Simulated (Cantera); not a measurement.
Feed: 1 mol SiC, 1.2 mol H2, equilibrated at 2900 K.

These are equilibrium values from Cantera (NASA tables, ideal gas, pure condensed phases), not measurements of a reactor. Candidate condensed phases: C, C6H6, C7H8, C8H18, Si, SiC; 87 gas species. Mutual solubility and eutectic melting of coexisting phases are not modelled. Gases not in the tables: Si2H6 and higher silanes. The numbers say what is thermodynamically allowed, not how fast it happens.

Question: Which condensed phases are stable at each of these points (P (Pa)): 1, 4.60, 22, 100, 460, 2200, 10000, 46000, 220000, 1000000?

Answer: 
| P (Pa) | condensed phases | Si condensed (%) |
|---|---|---|
| 1 | gas only | 0.0 |
| 4.60 | gas only | 0.0 |
| 22 | gas only | 0.0 |
| 100 | gas only | 0.0 |
| 460 | gas only | 0.0 |
| 2200 | C(graphite) | 0.0 |
| 10000 | C(graphite) | 0.0 |
| 46000 | SiC(s) | 71.1 |
| 220000 | SiC(s) | 92.7 |
| 1000000 | Si(l) + SiC(s) | 97.7 |

From 1.00 Pa to 4.60 mbar nothing is condensed. From 22.0 mbar to 0.100 bar the condensed part is C(graphite). From 0.460 bar to 2.20 bar the condensed part is SiC(s). At 10.0 bar the condensed part is Si(l) + SiC(s).
